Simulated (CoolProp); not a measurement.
Properties of decamethyltetrasiloxane (MD2M) along the isotherm 399.1 K (Tc = 599.4 K, pc = 1144 kPa, ω = 0.635).

Computed with CoolProp (reference Helmholtz-energy equation of state, Thol 2017).

| p (kPa) | phase | density (kg/m³) | isothermal compressibility (1/MPa) |
|---|---|---|---|
| 260 | liquid | 746.7 | 0.003976 |
| 520 | liquid | 747.5 | 0.003927 |
| 780 | liquid | 748.2 | 0.003879 |
| 1040 | liquid | 749.0 | 0.003833 |
| 1300 | liquid | 749.7 | 0.003787 |
| 1560 | liquid | 750.4 | 0.003743 |
| 1820 | liquid | 751.2 | 0.003701 |
| 2080 | liquid | 751.9 | 0.003659 |
| 2340 | liquid | 752.6 | 0.003619 |
| 2600 | liquid | 753.3 | 0.003579 |
| 2860 | liquid | 754.0 | 0.003541 |
